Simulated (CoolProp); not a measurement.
Vapour-liquid equilibrium of R125 (1) + R152A (2) at 0.696 MPa; x and y are mole fractions of (1).

Model: multi-fluid Helmholtz-energy mixture model, Lemmon 2005 and Outcalt 1996; pair parameters Bell 2016, in CoolProp.

```tsv
x	bubble temperature, mixture model (°C)	bubble temperature, Raoult's law (°C)	y, mixture model	y, Raoult's law
0.05	28.2	28.1	0.097	0.107
0.15	24.3	24.1	0.262	0.290
0.25	21.0	20.5	0.398	0.439
0.35	18.0	17.2	0.515	0.561
0.45	15.1	14.2	0.618	0.663
0.55	12.4	11.4	0.710	0.748
0.65	9.8	8.8	0.791	0.820
0.75	7.2	6.4	0.863	0.881
0.85	4.7	4.2	0.925	0.934
0.95	2.3	2.2	0.977	0.980
```

The largest gap from Raoult's law is +1.0 K in bubble temperature, at x = 0.55. No azeotrope shows between x = 0.05 and 0.95.

The pair parameters rest on a limited set of measurements; away from them the model extrapolates.
